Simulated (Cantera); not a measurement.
An adiabatic, constant-pressure homogeneous reactor starts with CO : H2 : O2 : N2 = 1 : 1.1 : 3.09 : 11.6 (molar parts), at 1275 K and 20.0 bar. Integrator tolerance rtol = 1e-08.

Computed with Cantera and GRI-Mech 3.0 (53 species, 325 reactions). The hydrogen kinetics of GRI-Mech 3.0 are dated; newer H2 mechanisms differ, most at raised pressure. The pressure lies above the range GRI-Mech 3.0 was tuned for (to about 10 atm).

Problem. What does this change do: H2 1.1 to 1.6 parts?

Solution. 
```json
[
 {"quantity": "time of steepest temperature rise", "before": "25.4 µs", "after": "22.3 µs"},
 {"quantity": "temperature at 1.00 s", "before": "2172 K", "after": "2328 K"},
 {"quantity": "equilibrium temperature", "before": "2172 K", "after": "2328 K"},
 {"quantity": "x(CO) at 1.00 s", "before": "0.000200 (gas-phase equilibrium 0.000200)", "after": "0.000592 (gas-phase equilibrium 0.000592)"},
 {"quantity": "x(H2) at 1.00 s", "before": "4.20e-5 (gas-phase equilibrium 4.20e-5)", "after": "0.000165 (gas-phase equilibrium 0.000165)"},
 {"quantity": "x(O2) at 1.00 s", "before": "0.125 (gas-phase equilibrium 0.125)", "after": "0.105 (gas-phase equilibrium 0.105)"},
 {"quantity": "x(H2O) at 1.00 s", "before": "0.0690 (gas-phase equilibrium 0.0690)", "after": "0.0981 (gas-phase equilibrium 0.0981)"},
 {"quantity": "x(HO2) at 1.00 s", "before": "6.39e-6 (gas-phase equilibrium 6.39e-6)", "after": "1.11e-5 (gas-phase equilibrium 1.11e-5)"},
 {"quantity": "x(NO) at 1.00 s", "before": "0.00883 (gas-phase equilibrium 0.00883)", "after": "0.0113 (gas-phase equilibrium 0.0113)"}
]
```

Problem. What does this change do: constant volume in place of constant pressure?

Solution. 
```csv
quantity,before,after
time of steepest temperature rise,25.4 µs,23.8 µs
temperature at 1.00 s,2172 K,2365 K
equilibrium temperature,2172 K,2365 K
x(CO) at 1.00 s,0.000200 (gas-phase equilibrium 0.000200),0.000530 (gas-phase equilibrium 0.000530)
x(H2) at 1.00 s,4.20e-5 (gas-phase equilibrium 4.20e-5),9.93e-5 (gas-phase equilibrium 9.93e-5)
x(O2) at 1.00 s,0.125 (gas-phase equilibrium 0.125),0.122 (gas-phase equilibrium 0.122)
x(H2O) at 1.00 s,0.0690 (gas-phase equilibrium 0.0690),0.0683 (gas-phase equilibrium 0.0683)
x(HO2) at 1.00 s,6.39e-6 (gas-phase equilibrium 6.39e-6),1.32e-5 (gas-phase equilibrium 1.32e-5)
x(NO) at 1.00 s,0.00883 (gas-phase equilibrium 0.00883),0.0132 (gas-phase equilibrium 0.0132)
```
